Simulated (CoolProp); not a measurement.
Vapour-liquid equilibrium of n-hexane (1) + hexamethyldisiloxane (MM) (2) at 367.6 K; x and y are mole fractions of (1).

Values from CoolProp's multi-fluid Helmholtz-energy mixture model, Thol 2019 and Thol 2016; pair parameters Bell 2016.

```json
[
 {"x": "0.05", "bubble pressure, mixture model (MPa)": "0.08998", "bubble pressure, Raoult's law (MPa)": "0.09111", "y, mixture model": "0.102", "y, Raoult's law": "0.117"},
 {"x": "0.15", "bubble pressure, mixture model (MPa)": "0.1004", "bubble pressure, Raoult's law (MPa)": "0.1039", "y, mixture model": "0.274", "y, Raoult's law": "0.307"},
 {"x": "0.25", "bubble pressure, mixture model (MPa)": "0.1108", "bubble pressure, Raoult's law (MPa)": "0.1168", "y, mixture model": "0.416", "y, Raoult's law": "0.456"},
 {"x": "0.35", "bubble pressure, mixture model (MPa)": "0.1218", "bubble pressure, Raoult's law (MPa)": "0.1296", "y, mixture model": "0.537", "y, Raoult's law": "0.575"},
 {"x": "0.45", "bubble pressure, mixture model (MPa)": "0.1334", "bubble pressure, Raoult's law (MPa)": "0.1425", "y, mixture model": "0.643", "y, Raoult's law": "0.673"},
 {"x": "0.55", "bubble pressure, mixture model (MPa)": "0.1460", "bubble pressure, Raoult's law (MPa)": "0.1553", "y, mixture model": "0.736", "y, Raoult's law": "0.755"},
 {"x": "0.65", "bubble pressure, mixture model (MPa)": "0.1596", "bubble pressure, Raoult's law (MPa)": "0.1681", "y, mixture model": "0.816", "y, Raoult's law": "0.824"},
 {"x": "0.75", "bubble pressure, mixture model (MPa)": "0.1741", "bubble pressure, Raoult's law (MPa)": "0.1810", "y, mixture model": "0.883", "y, Raoult's law": "0.883"},
 {"x": "0.85", "bubble pressure, mixture model (MPa)": "0.1895", "bubble pressure, Raoult's law (MPa)": "0.1938", "y, mixture model": "0.938", "y, Raoult's law": "0.934"},
 {"x": "0.95", "bubble pressure, mixture model (MPa)": "0.2052", "bubble pressure, Raoult's law (MPa)": "0.2067", "y, mixture model": "0.982", "y, Raoult's law": "0.980"}
]
```

The largest gap from Raoult's law is -6.4 % in bubble pressure, at x = 0.45. No azeotrope shows between x = 0.05 and 0.95.

Pair parameters are fitted to limited data, so mixtures are less certain than the pure fluids.
